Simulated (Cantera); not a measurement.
What does this Cantera script print?

```python
import numpy as np
import cantera as ct

surf = ct.Interface("diamond.yaml", "diamond_100")
gas, bulk = surf.adjacent["gas"], surf.adjacent["diamond"]
k = surf.kinetics_species_index(bulk.species_names[0])
cover = ["c6HH", "c6H*", "c6*H", "c6**", "c6HM", "c6B"]

rows, drift = [], 0.0
print(f"{'xCH3':>10s}{'um/h':>11s}" + "".join(f"{s:>11s}" for s in cover))
for v in [1e-06, 2.5e-06, 6.1e-06, 1.5e-05, 3.7e-05, 9e-05, 0.00022, 0.00055, 0.0013]:
    T, P, xH, xCH3 = 1225, 6200, 0.0064, v
    gas.TPX = T, P, {"H": xH, "CH3": xCH3, "CH4": 0.0042, "H2": 1 - xH - xCH3 - 0.0042}
    surf.TP = bulk.TP = T, P
    surf.coverages = "c6H*:0.1, c6HH:0.9"
    surf.advance_coverages(100.0)
    before = surf.coverages
    surf.advance_coverages(100.0)
    drift = max(drift, np.max(np.abs(surf.coverages - before) / (surf.coverages + 1e-9)))
    rate = surf.net_production_rates[k] * bulk.mean_molecular_weight / bulk.density * 3.6e9
    rows.append([rate, *surf[cover].coverages])
    print(f"{v:10.4g}{rate:11.4e}" + "".join(f"{x:11.3e}" for x in rows[-1][1:]))
```

It prints:

```
      xCH3       um/h       c6HH       c6H*       c6*H       c6**       c6HM        c6B
     1e-06 2.3611e-02  4.256e-01  4.109e-02  5.003e-01  3.302e-02  1.016e-05  6.407e-11
   2.5e-06 5.9025e-02  4.256e-01  4.109e-02  5.003e-01  3.302e-02  2.539e-05  1.602e-10
   6.1e-06 1.4400e-01  4.256e-01  4.108e-02  5.002e-01  3.301e-02  6.194e-05  3.908e-10
   1.5e-05 3.5398e-01  4.255e-01  4.108e-02  5.001e-01  3.300e-02  1.523e-04  9.605e-10
   3.7e-05 8.7240e-01  4.254e-01  4.106e-02  4.999e-01  3.296e-02  3.753e-04  2.367e-09
     9e-05 2.1177e+00  4.250e-01  4.102e-02  4.994e-01  3.286e-02  9.113e-04  5.746e-09
   0.00022 5.1507e+00  4.241e-01  4.092e-02  4.982e-01  3.262e-02  2.218e-03  1.398e-08
   0.00055 1.2716e+01  4.219e-01  4.066e-02  4.951e-01  3.204e-02  5.485e-03  3.451e-08
    0.0013 2.9232e+01  4.170e-01  4.011e-02  4.883e-01  3.078e-02  1.266e-02  7.932e-08
```

Model: the Harris–Goodwin 1993 mechanism for the reconstructed diamond (100) surface, integrated in Cantera.
